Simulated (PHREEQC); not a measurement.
Consider water at 25 °C with 0.0017 mol/kgw CdCl2 and 0.27 mol/kgw NaOH. Closed to the air; pH follows from the charge balance.

All values are PHREEQC results (ion-association model, wateq4f.dat), not measurements.

Problem. The ionic strength comes out as 0.270 mol/kgw. What activity coefficients do Na+, Cd(OH)3-, Cl-, Cd(OH)4-2, OH- get?

Solution. Na+ 0.73, Cd(OH)3- 0.74, Cl- 0.69, Cd(OH)4-2 0.29, OH- 0.68.

This is a speciation only: nothing precipitates in the calculation. Saturation is exceeded, for instance for Cd(OH)2; the values hold only as long as no solid forms.
